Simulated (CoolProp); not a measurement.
Vapour-liquid equilibrium of R22 (1) + dimethyl ether (2) at 0.406 MPa; x and y are mole fractions of (1).

Model: multi-fluid Helmholtz-energy mixture model, Kamei 1995 and Wu 2011; pair parameters Bell 2016, in CoolProp.

```
x     bubble temperature (K)  y at the bubble point  dew temperature at overall composition x (K)  liquid density (mol/L)
----  ----------------------  ---------------------  --------------------------------------------  ----------------------
0.05                   286.1                  0.041                                         286.2                   14.80
0.2                    286.8                  0.192                                         286.8                   14.86
0.35                   286.5                  0.386                                         286.6                   14.91
0.5                    284.3                  0.603                                         285.6                   14.98
0.65                   280.0                  0.799                                         283.5                   15.07
0.8                    274.2                  0.929                                         279.9                   15.14
0.95                   268.5                  0.991                                         272.7                   15.11
```

y crosses x between x = 0.2 and 0.35: the model has an azeotrope there.

Pair parameters are fitted to limited data, so mixtures are less certain than the pure fluids.
